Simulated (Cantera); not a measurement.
Feed: 1 mol Si, 0.56 mol HCl, 9 mol H2, held at 13300 Pa.

Method: chemical equilibrium by Gibbs-energy minimisation in Cantera with the NASA 1993 tables (ideal gas, pure condensed phases). Candidate condensed phases: Si; 19 gas species. Gases not in the tables: Si2H6 and higher silanes. Equilibrium is a limit: real reactors are often held back by kinetics, nucleation or transport.

Task: Which condensed phases are stable at each of these points (T (°C)): 227, 327, 427, 527, 627, 727, 827, 927, 1027, 1127, 1227, 1327, 1427?

Result: 
```json
[
 {"T (°C)": "227", "condensed phases": "Si(s)", "Si condensed (%)": "84.2"},
 {"T (°C)": "327", "condensed phases": "Si(s)", "Si condensed (%)": "84.2"},
 {"T (°C)": "427", "condensed phases": "Si(s)", "Si condensed (%)": "84.3"},
 {"T (°C)": "527", "condensed phases": "Si(s)", "Si condensed (%)": "84.6"},
 {"T (°C)": "627", "condensed phases": "Si(s)", "Si condensed (%)": "85.4"},
 {"T (°C)": "727", "condensed phases": "Si(s)", "Si condensed (%)": "86.9"},
 {"T (°C)": "827", "condensed phases": "Si(s)", "Si condensed (%)": "89.3"},
 {"T (°C)": "927", "condensed phases": "Si(s)", "Si condensed (%)": "91.7"},
 {"T (°C)": "1027", "condensed phases": "Si(s)", "Si condensed (%)": "93.1"},
 {"T (°C)": "1127", "condensed phases": "Si(s)", "Si condensed (%)": "93.4"},
 {"T (°C)": "1227", "condensed phases": "Si(s)", "Si condensed (%)": "93.3"},
 {"T (°C)": "1327", "condensed phases": "Si(s)", "Si condensed (%)": "93.1"},
 {"T (°C)": "1427", "condensed phases": "Si(l)", "Si condensed (%)": "92.9"}
]
```

From 227 °C to 1327 °C the condensed part is Si(s). At 1427 °C the condensed part is Si(l).
